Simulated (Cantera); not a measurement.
Gas mixture: 47.1 % CH₄, 52.9 % H₂O, at 0.00563 atm, frozen composition.

Cantera's kinetic-theory transport with the Lennard-Jones parameters of GRI-Mech 3.0, ideal gas; thermal conductivity in the mixture-averaged form. Polar gases are described roughly by these parameters. The composition is frozen, though it would react at the higher temperatures.

D: mixture-averaged diffusion coefficient of that species in the mixture.

```csv
T (K),ρ (kg/m³),cp (J/kg/K),μ (µPa s),λ (mW/m/K),Pr,D (cm²/s) H₂O,D (cm²/s) OH,D (cm²/s) CH₄
400,0.00293,2178,14.2,?,0.720,70.8,105,70.8
600,0.00195,2579,20.6,?,0.733,153,215,153
800,0.00146,2964,26.5,?,0.743,259,352,259
1000,0.00117,3309,32.0,?,0.752,386,515,386
1200,0.000976,3604,37.2,?,0.758,531,700,531
1400,0.000837,3850,42.1,?,0.762,693,906,693
1600,0.000732,4056,46.8,?,0.764,871,1130,871
```

Task: Complete the blanks.

Result: 
- 400, λ (mW/m/K): 42.9
- 600, λ (mW/m/K): 72.3
- 800, λ (mW/m/K): 106
- 1000, λ (mW/m/K): 141
- 1200, λ (mW/m/K): 177
- 1400, λ (mW/m/K): 213
- 1600, λ (mW/m/K): 248
